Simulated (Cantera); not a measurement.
Source: NASA polynomial tables (part measured, part estimated), evaluated in Cantera. Values are per mole of reaction as written; species without (g) are pure solids or liquids, kept so even where they would boil at 1 bar.

CH4(g) + 4 Ta2O5 → 8 TaO2(g) + C + 4 OH(g)

| T (K) | ΔH° (kJ) | ΔS° (J/K) | ΔG° (kJ) | log10 K |
|---|---|---|---|---|
| 2300 | 5847.3 | 1584.0 | 2204.0 | -50.05 |
| 2350 | 5825.1 | 1574.5 | 2125.1 | -47.23 |
| 2400 | 5803.0 | 1565.2 | 2046.6 | -44.54 |
| 2450 | ___ | ___ | ___ | ___ |
| 2500 | ___ | ___ | ___ | ___ |
| 2550 | ___ | ___ | ___ | ___ |
| 2600 | 5714.9 | 1529.9 | 1737.1 | -34.90 |
| 2650 | ___ | ___ | ___ | ___ |

Problem. What belongs in the gaps?

Solution. 
- 2450, ΔH° (kJ): 5780.9
- 2450, ΔS° (J/K): 1556.1
- 2450, ΔG° (kJ): 1968.5
- 2450, log10 K: -41.97
- 2500, ΔH° (kJ): 5758.9
- 2500, ΔS° (J/K): 1547.2
- 2500, ΔG° (kJ): 1891.0
- 2500, log10 K: -39.51
- 2550, ΔH° (kJ): 5736.9
- 2550, ΔS° (J/K): 1538.4
- 2550, ΔG° (kJ): 1813.8
- 2550, log10 K: -37.15
- 2650, ΔH° (kJ): 5692.9
- 2650, ΔS° (J/K): 1521.5
- 2650, ΔG° (kJ): 1660.8
- 2650, log10 K: -32.74
